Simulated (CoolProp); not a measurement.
A single-stage vapour-compression cycle with n-perfluoropentane: evaporating at 252.15 K (dew point), condensing at 290.15 K (bubble point), superheat 10 K, subcooling 2 K, compressor efficiency 0.6, no pressure losses. Each further row changes one setting.

Model: reference Helmholtz-energy equation of state, Gao 2022, in CoolProp.

| case | cooling COP | pressure ratio | discharge temperature (K) | refrigerating effect (kJ/kg) | volumetric capacity (kJ/m³) |
|---|---|---|---|---|---|
| as stated | 3.25 | 6.25 | 293.6 | 75.7 | 102 |
| evaporating temperature 257.15 K | 3.96 | 4.73 | 294.1 | 79.4 | 139 |
| condensing temperature 285.15 K | 3.90 | 5.08 | 290.0 | 80.8 | 109 |
| subcooling 7 K | 3.47 | 6.25 | 293.6 | 80.8 | 109 |
| superheat 20 K | 3.41 | 6.25 | 304.1 | 83.2 | 108 |
| compressor efficiency 0.5 | 2.71 | 6.25 | 299.3 | 75.7 | 102 |
